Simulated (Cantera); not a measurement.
A closed system holds: 1 mol TiC, 1.5 mol H₂, held at 72.0 Pa.

Cantera equilibrium calculation (NASA polynomials, part measured and part estimated; ideal gas, pure solids and liquids). Candidate condensed phases: C, C₆H₆, C₇H₈, C₈H₁₈, Ti, TiC; 77 gas species. TiC: taken at fixed stoichiometry. Rates play no part.

x: gas mole fraction; n: condensed amount in mol.

```json
[
 {"T (K)": "2350", "x H": "0.369", "x H₂": "0.630", "x Ti": "0.000933", "x C₃": "2.61e-6", "x C": "9.19e-6", "n TiC(s)": "0.998"},
 {"T (K)": "2400", "x H": "0.442", "x H₂": "0.556", "x Ti": "0.00154", "x C₃": "1.06e-5", "x C": "2.36e-5", "n TiC(s)": "0.997"},
 {"T (K)": "2450", "x H": "0.518", "x H₂": "0.478", "x Ti": "0.00250", "x C₃": "4.07e-5", "x C": "5.81e-5", "n TiC(s)": "0.995"},
 {"T (K)": "2500", "x H": "0.593", "x H₂": "0.401", "x Ti": "0.00400", "x C₃": "0.000144", "x C": "0.000137", "n TiC(s)": "0.991"},
 {"T (K)": "2550", "x H": "0.664", "x H₂": "0.326", "x Ti": "0.00642", "x C₃": "0.000454", "x C": "0.000306", "n TiC(s)": "0.985"},
 {"T (K)": "2600", "x H": "0.727", "x H₂": "(withheld)", "x Ti": "(withheld)", "x C₃": "(withheld)", "x C": "(withheld)", "n TiC(s)": "0.975"},
 {"T (K)": "2650", "x H": "0.777", "x H₂": "0.198", "x Ti": "0.0173", "x C₃": "0.00292", "x C": "0.00126", "n TiC(s)": "0.956"},
 {"T (K)": "2700", "x H": "0.811", "x H₂": "0.147", "x Ti": "0.0291", "x C₃": "0.00605", "x C": "0.00233", "n TiC(s)": "0.921"},
 {"T (K)": "2750", "x H": "0.826", "x H₂": "0.105", "x Ti": "0.0488", "x C₃": "0.0115", "x C": "0.00413", "n TiC(s)": "0.859"},
 {"T (K)": "2800", "x H": "0.813", "x H₂": "0.0712", "x Ti": "0.0815", "x C₃": "0.0205", "x C": "0.00710", "n TiC(s)": "0.746"},
 {"T (K)": "2850", "x H": "0.766", "x H₂": "(withheld)", "x Ti": "(withheld)", "x C₃": "(withheld)", "x C": "(withheld)", "n TiC(s)": "(withheld)"},
 {"T (K)": "2900", "x H": "0.668", "x H₂": "0.0243", "x Ti": "0.219", "x C₃": "0.0582", "x C": "0.0195", "n TiC(s)": "0.0892"}
]
```

Task: Fill in the missing entries.

Result: 
- 2600, x H₂: 0.258
- 2600, x Ti: 0.0105
- 2600, x C₃: 0.00124
- 2600, x C: 0.000640
- 2850, x H₂: 0.0446
- 2850, x Ti: 0.134
- 2850, x C₃: 0.0351
- 2850, x C: 0.0119
- 2850, n TiC(s): 0.531
